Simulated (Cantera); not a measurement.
Standard-state values (1 bar) from the NASA 1993 polynomials, evaluated with Cantera. Values are per mole of reaction as written; species without (g) are pure solids or liquids, kept so even where they would boil at 1 bar.

Task: Between 450 and 1150 K, where is each reaction favourable under standard conditions?
- CaBr2 = Br2(g) + Ca(g)

Result: 
- CaBr2 = Br2(g) + Ca(g): ΔG° is 771 kJ at 450 K and 600 kJ at 1150 K; it stays positive (K < 1). ΔH° is 839 kJ and ΔS° 208 J/K at 1150 K.
